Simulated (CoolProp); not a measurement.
Vapour-liquid equilibrium of dimethyl ether (1) + R236EA (2) at 1100 kPa; x and y are mole fractions of (1).

Model: multi-fluid Helmholtz-energy mixture model, Wu 2011 and Rui 2013; pair parameters Bell 2016, in CoolProp.

| x | bubble temperature, mixture model (K) | bubble temperature, Raoult's law (K) | y, mixture model | y, Raoult's law |
|---|---|---|---|---|
| 0.05 | ___ | 354.6 | 0.053 | 0.104 |
| 0.2 | 355.8 | 347.7 | 0.227 | 0.362 |
| 0.35 | ___ | 341.6 | 0.424 | 0.556 |
| 0.5 | ___ | 336.1 | 0.628 | 0.704 |
| 0.65 | ___ | 331.2 | ___ | 0.818 |
| 0.8 | 332.1 | 326.8 | 0.929 | 0.908 |
| 0.95 | 323.8 | 322.8 | 0.990 | 0.980 |

**Question.** What belongs in the gaps?

**Answer.** 
- 0.05, bubble temperature, mixture model (K): 356.9
- 0.35, bubble temperature, mixture model (K): 353.3
- 0.5, bubble temperature, mixture model (K): 348.4
- 0.65, bubble temperature, mixture model (K): 341.0
- 0.65, y, mixture model: 0.807

The largest gap from Raoult's law is +12.3 K in bubble temperature, at x = 0.5. No azeotrope shows between x = 0.05 and 0.95.

Pair parameters are fitted to limited data, so mixtures are less certain than the pure fluids.
